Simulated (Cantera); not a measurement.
# Ignition delay

Mixture: H₂ : O₂ : N₂ = 1 : 0.676 : 2.54 (molar parts), equivalence ratio 0.74, at 150000 Pa, adiabatic and at constant volume. Ignition delay is the time to a rise of 400 K.

Computed with Cantera and the H2/O2 subset of GRI-Mech 3.0, which has no nitrogen chemistry. Where the delays flatten at high temperature, the 400 K rule measures the pace of heat release, not the induction time.

| T0 (K) | delay (ms) |
|---|---|
| 1248 | 0.0240 |
| 1323 | 0.0172 |
| 1398 | 0.0132 |
| 1473 | 0.0108 |
| 1548 | 0.00919 |
| 1623 | 0.00822 |
| 1698 | 0.00767 |
| 1773 | 0.00744 |
| 1848 | 0.00744 |
